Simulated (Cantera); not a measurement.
An adiabatic, constant-volume homogeneous reactor starts with CH4 : C2H6 : C3H8 : O2 : N2 = 1 : 0.066 : 0.4 : 5.04 : 18.9 (molar parts), equivalence ratio 0.84, at 1400 K and 1000000 Pa. Integrator tolerance rtol = 1e-08.

Cantera simulation using GRI-Mech 3.0 (53 species, 325 reactions); the numbers are that mechanism's predictions, not measurements. GRI-Mech 3.0 was tuned for natural gas; its chemistry of propane as a main component is partial and can be far from experiment. Above 3000 K some thermodynamic fits are extrapolated.

Task: What does this change do: constant pressure in place of constant volume?

Result: 
```
quantity                                                            before                                    after
---------------------------------  ---------------------------------------  ---------------------------------------
time of steepest temperature rise                                  78.0 µs                                  85.8 µs
temperature at 3.00 s                                               3001 K                                   2776 K
equilibrium temperature                                             3001 K                                   2776 K
x(CH4) at 3.00 s                     <1e-12 (gas-phase equilibrium <1e-12)    <1e-12 (gas-phase equilibrium <1e-12)
x(C2H6) at 3.00 s                    <1e-12 (gas-phase equilibrium <1e-12)    <1e-12 (gas-phase equilibrium <1e-12)
x(C3H8) at 3.00 s                    <1e-12 (gas-phase equilibrium <1e-12)    <1e-12 (gas-phase equilibrium <1e-12)
x(CH3) at 3.00 s                     <1e-12 (gas-phase equilibrium <1e-12)    <1e-12 (gas-phase equilibrium <1e-12)
x(H) at 3.00 s                     0.00278 (gas-phase equilibrium 0.00278)  0.00165 (gas-phase equilibrium 0.00165)
x(H2O) at 3.00 s                       0.127 (gas-phase equilibrium 0.127)      0.133 (gas-phase equilibrium 0.133)
x(H2O2) at 3.00 s                  1.85e-6 (gas-phase equilibrium 1.85e-6)  8.92e-7 (gas-phase equilibrium 8.92e-7)
```

Task: What does this change do: initial temperature 1400 to 1725 K?

Result: 
```json
[
 {"quantity": "time of steepest temperature rise", "before": "78.0 µs", "after": "4.32 µs"},
 {"quantity": "temperature at 3.00 s", "before": "3001 K", "after": "3125 K"},
 {"quantity": "equilibrium temperature", "before": "3001 K", "after": "3125 K"},
 {"quantity": "x(CH4) at 3.00 s", "before": "<1e-12 (gas-phase equilibrium <1e-12)", "after": "<1e-12 (gas-phase equilibrium <1e-12)"},
 {"quantity": "x(C2H6) at 3.00 s", "before": "<1e-12 (gas-phase equilibrium <1e-12)", "after": "<1e-12 (gas-phase equilibrium <1e-12)"},
 {"quantity": "x(C3H8) at 3.00 s", "before": "<1e-12 (gas-phase equilibrium <1e-12)", "after": "<1e-12 (gas-phase equilibrium <1e-12)"},
 {"quantity": "x(CH3) at 3.00 s", "before": "<1e-12 (gas-phase equilibrium <1e-12)", "after": "<1e-12 (gas-phase equilibrium <1e-12)"},
 {"quantity": "x(H) at 3.00 s", "before": "0.00278 (gas-phase equilibrium 0.00278)", "after": "0.00524 (gas-phase equilibrium 0.00524)"},
 {"quantity": "x(H2O) at 3.00 s", "before": "0.127 (gas-phase equilibrium 0.127)", "after": "0.118 (gas-phase equilibrium 0.118)"},
 {"quantity": "x(H2O2) at 3.00 s", "before": "1.85e-6 (gas-phase equilibrium 1.85e-6)", "after": "1.96e-6 (gas-phase equilibrium 1.96e-6)"}
]
```
